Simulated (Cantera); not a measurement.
Input: 1 mol C₆H₆, 0.066 mol NH₃, 13 mol H₂, equilibrated at 1200 K and 13.3 mbar.

Cantera equilibrium calculation (NASA polynomials, part measured and part estimated; ideal gas, pure solids and liquids). Candidate condensed phases: C, C₆H₆, C₇H₈, C₈H₁₈; 92 gas species. Equilibrium is a limit: real reactors are often held back by kinetics, nucleation or transport.

Base state: H₂ 0.998, N₂ 0.00204, CH₄ 0.000210 (mole fractions); condensed: C(graphite).

Problem. What changes in the equilibrium state with this change: pressure from 13.3 mbar to 30.0 bar?

Solution. 
```json
[
 {"species": "H₂", "before": "0.998", "after": "0.739"},
 {"species": "CH₄", "before": "0.000210", "after": "0.259"},
 {"species": "N₂", "before": "0.00204", "after": "0.00248"},
 {"species": "C₂H₆", "before": "<1e-9", "after": "6.98e-5"},
 {"species": "NH₃", "before": "1.15e-7", "after": "0.000181"},
 {"species": "C(graphite), mol", "before": "6.00", "after": "2.68"}
]
```
